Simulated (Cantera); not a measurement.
Input (Python, Cantera) and output of one run.

```python
import numpy as np
import cantera as ct

gas_names = """
    B BN BO BO2 B2 B2O B2O2 B2O3 N NO NO2 NO3 N2 N2O O O2 O3
""".split()
cond_names = """
    B(b) B(L) BN(s) B2O3(L)
""".split()


def load(file, names, dense=False):
    # The tables refer to 1 bar. Condensed volumes are neglected.
    table = {s.name: s for s in ct.Species.list_from_file(file)}
    out = []
    for n in names:
        d = dict(table[n].input_data)
        d["thermo"] = dict(d["thermo"], **{"reference-pressure": 1e5})
        if dense:
            d["equation-of-state"] = {"model": "constant-volume", "density": "1e6 g/cm^3"}
        out.append(ct.Species.from_dict(d))
    return out


gas = ct.Solution(thermo="ideal-gas", species=load("nasa_gas.yaml", gas_names))
cond = {s.name: ct.Solution(thermo="fixed-stoichiometry", species=[s], name=s.name)
        for s in load("nasa_condensed.yaml", cond_names, dense=True)}
atoms = {
    'BN': {'B': 1, 'N': 1},
    'O2': {'O': 2},
    'N2': {'N': 2},
}
top_T = {'BN(s)': 3200}  # K; cautious upper limits of use, not melting points


def equilibrate(T, P, feed):
    n = {}
    for name, mol in feed.items():
        for a, k in atoms[name].items():
            n[a] = n.get(a, 0.0) + k * mol
    gas.TPX = T, P, n
    mass = sum(n.values()) * gas.mean_molecular_weight
    gas.equilibrate("TP")
    valid = [c for c in cond.values() if c.min_temp <= T <= top_T.get(c.name, c.max_temp)]
    mix = ct.Mixture([(gas, mass / gas.mean_molecular_weight)] + [(c, 0.0) for c in valid])
    mix.T, mix.P = T, P
    mix.equilibrate("TP", solver="vcs", rtol=1e-11, max_steps=5000)
    return mix


results = []
feed = {'BN': 1, 'O2': 1.6, 'N2': 4.5}  # mol
P = 13332.2  # Pa
for T in [1475, 1525, 1575, 1625, 1675, 1725, 1775, 1825, 1875, 1925, 1975]:
    mix = equilibrate(T, P, feed)
    results.append((T, P, feed, dict(zip(mix.species_names, mix.species_moles))))

top = {s: max(r[3][s] / sum(r[3][g] for g in gas_names) for r in results) for s in gas_names}
cols = sorted((s for s in top if top[s] > 0.001), key=lambda s: -top[s])[:8]
seen = [c for c in cond_names if any(r[3].get(c, 0) > 1e-12 for r in results)]
print("log10 of partial pressures in bar; condensed amounts in mol")
print(f"{'T/K':>10s}" + "".join(f"{s[:9]:>10s}" for s in cols + seen))
for T, P, feed, n in results:
    ng = sum(n[g] for g in gas_names)
    print(f"{T:10.4g}" + "".join(f"{np.log10(max(n[s] / ng * P / 1e5, 1e-99)):10.3f}" for s in cols)
          + "".join(f"{n.get(c, 0):10.4g}" for c in seen))
```

Result:

```
log10 of partial pressures in bar; condensed amounts in mol
       T/K        N2        O2      B2O3       BO2        NO   B2O3(L)
      1475    -0.944    -1.714    -4.890    -5.583    -3.905    0.4994
      1525    -0.944    -1.715    -4.445    -5.203    -3.799    0.4983
      1575    -0.944    -1.716    -4.031    -4.848    -3.700    0.4956
      1625    -0.945    -1.717    -3.643    -4.516    -3.607    0.4893
      1675    -0.946    -1.719    -3.280    -4.205    -3.521    0.4755
      1725    -0.948    -1.722    -2.939    -3.912    -3.441    0.4463
      1775    -0.953    -1.728    -2.618    -3.638    -3.368    0.3871
      1825    -0.961    -1.738    -2.316    -3.380    -3.304    0.2701
      1875    -0.978    -1.758    -2.031    -3.139    -3.252    0.0419
      1925    -0.981    -1.764    -2.000    -3.026    -3.191         0
      1975    -0.982    -1.767    -2.005    -2.936    -3.130         0
```

Equilibrium computed with Cantera from the NASA thermochemical tables; the gas is ideal and each condensed phase is pure.
